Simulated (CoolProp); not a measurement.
A single-stage vapour-compression cycle with propane: evaporating at 200.15 K (dew point), condensing at 242.15 K (bubble point), superheat 0 K, subcooling 2 K, compressor efficiency 0.8, no pressure losses. Each further row changes one setting.

The numbers come from the reference Helmholtz-energy equation of state, Lemmon 2009 in CoolProp.

| case | cooling COP | pressure ratio | discharge temperature (K) | refrigerating effect (kJ/kg) | volumetric capacity (kJ/m³) |
|---|---|---|---|---|---|
| as stated | … | 7.92 | 280.9 | 368 | 201 |
| evaporating temperature 205.15 K | … | 5.88 | … | 374 | … |
| condensing temperature 237.15 K | 3.84 | … | 272.7 | 379 | 207 |
| subcooling 7 K | 3.42 | 7.92 | 280.9 | 379 | 207 |
| superheat 10 K | … | 7.92 | … | … | 198 |
| compressor efficiency 0.7 | 2.90 | 7.92 | 290.5 | 368 | 201 |

### Question
Some entries are withheld; supply them.

### Answer

- as stated, cooling COP: 3.31
- evaporating temperature 205.15 K, cooling COP: 3.93
- evaporating temperature 205.15 K, discharge temperature (K): 274.7
- evaporating temperature 205.15 K, volumetric capacity (kJ/m³): 269
- condensing temperature 237.15 K, pressure ratio: 6.46
- superheat 10 K, cooling COP: 3.27
- superheat 10 K, discharge temperature (K): 292.0
- superheat 10 K, refrigerating effect (kJ/kg): 381
